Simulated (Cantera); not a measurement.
Boron, boron nitride and boron oxide: B2O3 + H2

A closed system holds: 1 mol B2O3, 1.6 mol H2, held at 16.5 Torr.

Equilibrium computed with Cantera from the NASA thermochemical tables; the gas is ideal and each condensed phase is pure. Candidate condensed phases: B, B2O3, B3O3H3, H2O; 23 gas species. The numbers say what is thermodynamically allowed, not how fast it happens.

| T (K) | x H2 | x B2O3 | x HBO2 | x HBO | x BO | x H | x B2O2 | x H2O | n B2O3(l) |
|---|---|---|---|---|---|---|---|---|---|
| 1648 | 0.944 | 0.0153 | 0.0190 | 0.0178 | 0.000235 | 0.000583 | 0.00175 | 0.00127 | 0.941 |
| 1698 | 0.901 | 0.0345 | 0.0313 | 0.0268 | 0.000551 | 0.000925 | 0.00370 | 0.00170 | 0.884 |
| 1748 | 0.827 | 0.0739 | 0.0494 | 0.0380 | 0.00122 | 0.00140 | 0.00732 | 0.00220 | 0.770 |
| 1798 | 0.704 | 0.152 | 0.0741 | 0.0499 | 0.00252 | 0.00199 | 0.0135 | 0.00266 | 0.525 |
| 1848 | 0.530 | 0.280 | 0.100 | 0.0576 | 0.00478 | 0.00260 | 0.0218 | 0.00289 | 0 |
| 1898 | 0.525 | 0.275 | 0.104 | 0.0601 | 0.00702 | 0.00382 | 0.0220 | 0.00348 | 0 |
| 1948 | 0.519 | 0.269 | 0.108 | 0.0622 | 0.0100 | 0.00549 | 0.0220 | 0.00415 | 0 |
| 1998 | 0.512 | 0.264 | 0.112 | 0.0640 | 0.0141 | 0.00774 | 0.0219 | 0.00493 | 0 |
| 2048 | 0.504 | 0.257 | 0.115 | 0.0653 | 0.0193 | 0.0107 | 0.0215 | 0.00583 | 0 |
| 2098 | 0.496 | 0.250 | 0.119 | 0.0660 | 0.0258 | 0.0146 | 0.0208 | 0.00688 | 0 |
| 2148 | 0.486 | 0.242 | 0.123 | 0.0662 | 0.0338 | 0.0196 | 0.0199 | 0.00809 | 0 |
| 2198 | 0.475 | 0.234 | 0.126 | 0.0656 | 0.0435 | 0.0259 | 0.0188 | 0.00951 | 0 |
| 2248 | 0.462 | 0.224 | 0.130 | 0.0643 | 0.0547 | 0.0337 | 0.0175 | 0.0112 | 0 |
x: gas mole fraction; n: condensed amount in mol.

From 1648 K to 1798 K the condensed part is B2O3(l). From 1848 K to 2248 K nothing is condensed. The main B-bearing gas is B2O3 throughout.
